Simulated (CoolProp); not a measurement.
Aqueous ethylene glycol as a coolant, 19 % by mass, freezing at -7.4 °C, 1 atm.

Values from CoolProp's Melinder's fits for secondary coolants.

```tsv
T (°C)	cp (kJ/(kg K))	viscosity (mPa s)	Prandtl number	conductivity (W/(m K))
-1.1	3.878	3.21	25.6	0.487
5.2	3.888	2.56	20.2	0.495
11.6	3.898	2.08	16.1	0.502
17.9	3.909	1.72	13.2	0.510
24.2	3.920	1.44	10.9	0.517
30.6	3.931	1.23	9.20	0.524
36.9	3.942	1.06	7.86	0.531
```
